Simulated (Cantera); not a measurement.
What does this Cantera script print?

```python
import numpy as np
import cantera as ct

gas = ct.Solution("gri30.yaml")
gas.TPX = 1300, 140, {'H2': 0.031, 'O2': 1}
reactor = ct.IdealGasConstPressureReactor(gas, energy="off", clone=False)
net = ct.ReactorNet([reactor])
net.rtol, net.atol = 1e-08, 1e-18
show = ['H2', 'O2', 'H2O2', 'H', 'OH', 'O']
times = np.geomspace(2e-06, 100, 12)

steps = ct.SolutionArray(gas, extra=["t"])
rows = []
print(f"{'t/s':>10s}{'T/K':>9s}{'P/Pa':>11s}" + "".join(f"{s:>11s}" for s in show))
for t in times:
    while net.time < t:
        t_next = net.step()
        steps.append(gas.state, t=t_next)
    rows.append([np.interp(t, steps.t, y) for y in (steps.T, steps.P, *steps(*show).X.T)])
    print(f"{t:10.3e}{rows[-1][0]:9.1f}{rows[-1][1]:11.4g}" + "".join(f"{x:11.3e}" for x in rows[-1][2:]))
rate = np.gradient(steps.T, steps.t)
print("integrator steps:", len(steps.t))
if steps.T.max() > steps.T[0] + 200:
    print(f"time of steepest temperature rise: {steps.t[rate.argmax()]:.4e} s")
gas.TPX = 1300, 140, {'H2': 0.031, 'O2': 1}
gas.equilibrate("TP")
print(f"equilibrium (TP): T = {gas.T:.1f} K  " + "  ".join(f"{s} {gas[s].X[0]:.3e}" for s in show))
```

Output:

```
       t/s      T/K       P/Pa         H2         O2       H2O2          H         OH          O
 2.000e-06   1300.0        140  3.007e-02  9.699e-01  1.906e-17  3.208e-11  1.223e-13  1.223e-13
 1.002e-05   1300.0        140  3.007e-02  9.699e-01  4.678e-16  1.584e-10  2.966e-12  2.971e-12
 5.022e-05   1300.0        140  3.007e-02  9.699e-01  1.170e-14  7.392e-10  7.004e-11  7.056e-11
 2.516e-04   1300.0        140  3.007e-02  9.699e-01  2.928e-13  2.779e-09  1.359e-09  1.411e-09
 1.261e-03   1300.0        140  3.007e-02  9.699e-01  7.276e-12  9.418e-09  1.757e-08  2.060e-08
 6.318e-03   1300.0        140  3.007e-02  9.699e-01  1.736e-10  3.382e-07  9.302e-07  1.229e-06
 3.166e-02   1300.0        140  7.842e-04  9.441e-01  7.165e-09  3.356e-03  3.705e-03  2.234e-02
 1.586e-01   1300.0        140  3.307e-04  9.435e-01  4.798e-09  2.760e-03  2.937e-03  2.360e-02
 7.948e-01   1300.0        140  3.088e-04  9.454e-01  4.776e-09  2.471e-03  2.841e-03  2.188e-02
 3.983e+00   1300.0        140  2.231e-04  9.524e-01  4.597e-09  1.474e-03  2.424e-03  1.541e-02
 1.996e+01   1300.0        140  6.657e-05  9.644e-01  3.393e-09  2.292e-04  1.332e-03  4.414e-03
 1.000e+02   1300.0        140  5.939e-06  9.689e-01  1.149e-09  5.982e-06  3.990e-04  3.865e-04
integrator steps: 1044
equilibrium (TP): T = 1300.0 K  H2 7.234e-08  O2 9.694e-01  H2O2 6.163e-11  H 8.006e-09  OH 4.407e-05  O 4.685e-06
```

Model: GRI-Mech 3.0 (53 species, 325 reactions), integrated in Cantera. Radical loss at walls, strong at low pressure, is not modelled.
